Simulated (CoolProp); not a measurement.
Properties of toluene along the isotherm 416.9 K.

Values from CoolProp's reference Helmholtz-energy equation of state, Lemmon 2006. It is a short technical equation, of lower accuracy than the large ones.

```csv
p (kPa),phase,cv (kJ/(kg K)),Joule-Thomson coefficient (K/MPa),expansivity (1/kK),viscosity (µPa s)
516,liquid,1.634,-0.2390,1.489,198
1030,liquid,1.635,-0.2425,1.476,199
1550,liquid,1.635,-0.2459,1.463,200
2060,liquid,1.635,-0.2492,1.450,201
2580,liquid,1.635,-0.2524,1.438,202
3090,liquid,1.635,-0.2554,1.426,203
3610,liquid,1.635,-0.2585,1.414,205
4130,liquid,1.635,-0.2614,1.403,206
4640,liquid,1.635,-0.2642,1.392,207
5160,liquid,1.636,-0.2670,1.381,208
5670,liquid,1.636,-0.2697,1.370,209
6190,liquid,1.636,-0.2723,1.360,210
```

Viscosity comes from a separate model (Avgeri 2015).
